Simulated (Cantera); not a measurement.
A closed system holds: 1 mol Cr, 2 mol N2, 4.6 mol H2, equilibrated at 677 °C and 0.0490 bar.

Method: chemical equilibrium by Gibbs-energy minimisation in Cantera with the NASA 1993 tables (ideal gas, pure condensed phases). Candidate condensed phases: Cr, CrN, Cr2N; 11 gas species. The numbers say what is thermodynamically allowed, not how fast it happens.

**Question.** What is the equilibrium state?

**Answer.** 
| Property | Result |
|---|---|
| x(H2) | 0.754 |
| x(N2) | 0.246 |
| x(NH3) | 1.31e-5 |
| n(CrN(s)) | 1.00 mol |
| gas amount | 6.100 mol |
| log10 activity of Cr2N(s) (absent) | -0.78 |
| log10 activity of Cr(s) (absent) | -1.42 |
